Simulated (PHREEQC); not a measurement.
A solution holds 9.4 mmol/kgw FeSO4, 5.9 mmol/kgw NaF and 1.3 mmol/kgw NaCl, at 25 °C. Closed to the air; pH follows from the charge balance.

Model: ion-association model, wateq4f.dat, run in PHREEQC.

Each row changes one thing in this solution. This is a speciation only: nothing precipitates in the calculation.

| case | pH | ionic strength (mol/kgw) | SO4-2 (mol/kgw) | F- (mol/kgw) | NaSO4- (mol/kgw) | NaF (mol/kgw) | SI of Mirabilite (Na2SO4:10H2O) | SI of Halite (NaCl) |
|---|---|---|---|---|---|---|---|---|
| as made | 6.40 | 0.0350 | 0.00699 | 0.00568 | 0.000125 | 1.61e-5 | -5.79 | -6.77 |
| NaCl from 0.0013 to 0.013 mol/kgw | 6.40 | 0.0472 | 0.00706 | 0.00566 | 0.000306 | 4.03e-5 | -5.00 | -5.37 |
| diluted 100-fold with water | 6.74 | 0.000443 | 9.27e-5 | 5.89e-5 | 3.04e-8 | 2.33e-9 | -11.27 | -10.63 |
| diluted 10-fold with water | 6.46 | 0.00416 | 0.000861 | 0.000586 | 2.35e-6 | 2.10e-7 | -8.42 | -8.67 |
| FeSO4 replaced by Rb2SO4 at the same molality | 7.44 | 0.0350 | 0.00924 | 0.00588 | 0.000164 | 1.66e-5 | -5.67 | -6.77 |
| NaCl from 0.0013 to 0.0026 mol/kgw | 6.40 | 0.0364 | 0.00700 | 0.00568 | 0.000147 | 1.89e-5 | -5.65 | -6.40 |
| NaCl from 0.0013 to 0.00065 mol/kgw | 6.40 | 0.0343 | 0.00699 | 0.00568 | 0.000114 | 1.47e-5 | -5.87 | -7.11 |

Species that the database lacks are ignored. Fluoro complexes past AlF4- and FeF3 are missing from the database.
